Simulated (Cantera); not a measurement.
What does this Cantera script print?

```python
import numpy as np
import cantera as ct

surf = ct.Interface("diamond.yaml", "diamond_100")
gas, bulk = surf.adjacent["gas"], surf.adjacent["diamond"]
k = surf.kinetics_species_index(bulk.species_names[0])
cover = ["c6HH", "c6H*", "c6*H", "c6**", "c6HM", "c6B"]

rows, drift = [], 0.0
print(f"{'P':>10s}{'um/h':>11s}" + "".join(f"{s:>11s}" for s in cover))
for v in [760, 1300, 2300, 4000, 6900, 12000, 21000, 36000]:
    T, P, xH, xCH3 = 1273, v, 0.00033, 2.5e-05
    gas.TPX = T, P, {"H": xH, "CH3": xCH3, "CH4": 0.012, "H2": 1 - xH - xCH3 - 0.012}
    surf.TP = bulk.TP = T, P
    surf.coverages = "c6H*:0.1, c6HH:0.9"
    surf.advance_coverages(100.0)
    before = surf.coverages
    surf.advance_coverages(100.0)
    drift = max(drift, np.max(np.abs(surf.coverages - before) / (surf.coverages + 1e-9)))
    rate = surf.net_production_rates[k] * bulk.mean_molecular_weight / bulk.density * 3.6e9
    rows.append([rate, *surf[cover].coverages])
    print(f"{v:10.4g}{rate:11.4e}" + "".join(f"{x:11.3e}" for x in rows[-1][1:]))
```

It prints:

```
         P       um/h       c6HH       c6H*       c6*H       c6**       c6HM        c6B
       760 3.4773e-03  5.031e-01  3.955e-02  4.425e-01  1.469e-02  9.211e-06  9.436e-12
      1300 7.9877e-03  5.032e-01  3.953e-02  4.424e-01  1.467e-02  1.628e-05  2.168e-11
      2300 1.8066e-02  5.032e-01  3.953e-02  4.423e-01  1.465e-02  2.971e-05  4.902e-11
      4000 3.7839e-02  5.032e-01  3.952e-02  4.422e-01  1.463e-02  5.288e-05  1.027e-10
      6900 7.6282e-02  5.032e-01  3.952e-02  4.421e-01  1.462e-02  9.251e-05  2.070e-10
   1.2e+04 1.5532e-01  5.032e-01  3.951e-02  4.420e-01  1.461e-02  1.617e-04  4.215e-10
   2.1e+04 3.2718e-01  5.031e-01  3.951e-02  4.419e-01  1.461e-02  2.817e-04  8.878e-10
   3.6e+04 7.0044e-01  5.029e-01  3.950e-02  4.417e-01  1.460e-02  4.754e-04  1.901e-09
```

Cantera simulation using the Harris–Goodwin 1993 mechanism for the reconstructed diamond (100) surface; the numbers are that mechanism's predictions, not measurements.
